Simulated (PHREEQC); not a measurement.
Solution (20 °C): 0.033 mol/kgw HF, 0.0074 mol/kgw NH4HF2 and 0.018 mol/kgw H2SO4. Closed to the air; pH follows from the charge balance.

The numbers come from PHREEQC with the ion-association model, phreeqc.dat.

Each row changes one thing in this solution. This is a speciation only: nothing precipitates in the calculation.

| case | pH | ionic strength (mol/kgw) | HF (mol/kgw) | F- (mol/kgw) | HF2- (mol/kgw) |
|---|---|---|---|---|---|
| as made | 1.72 | 0.0380 | 0.0450 | 0.00207 | 0.000344 |
| NH4HF2 from 0.0074 to 0.00148 mol/kgw | 1.64 | 0.0358 | 0.0343 | 0.00133 | ? |
| diluted 5-fold with water | 2.26 | 0.0101 | 0.00827 | 0.00122 | 3.70e-5 |
| H2SO4 left out | 2.51 | 0.0108 | 0.0358 | 0.00951 | ? |
| diluted 100-fold with water | 3.27 | 0.000803 | ? | 0.000278 | 2.04e-7 |
| NH4HF2 left out | 1.62 | 0.0353 | 0.0316 | 0.00117 | 0.000136 |
| NH4HF2 from 0.0074 to 0.00074 mol/kgw | 1.63 | 0.0355 | 0.0329 | ? | 0.000151 |

Problem. Some entries are withheld; supply them.

Solution. 
- NH4HF2 from 0.0074 to 0.00148 mol/kgw, HF2- (mol/kgw): 0.000167
- H2SO4 left out, HF2- (mol/kgw): 0.00125
- diluted 100-fold with water, HF (mol/kgw): 0.000199
- NH4HF2 from 0.0074 to 0.00074 mol/kgw, F- (mol/kgw): 0.00125
